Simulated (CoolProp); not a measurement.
Properties of fluorine at several states.

The numbers come from the reference Helmholtz-energy equation of state, de Reuck 1990 in CoolProp.

```tsv
T (K)	p (bar)	phase	density (kg/m³)	Joule-Thomson coefficient (K/MPa)	isothermal compressibility (1/MPa)	expansivity (1/kK)	fugacity coefficient
156.8	21.3	gas	69.97	6.715	0.5349	9.244	0.8982
73.4	4.37	liquid	1581	-0.2976	0.001245	4.112	0.04859
96.6	0.464	gas	2.218	19.46	21.78	10.70	0.9897
182.1	0.28	gas	0.7033	4.978	35.74	5.506	0.9992
```
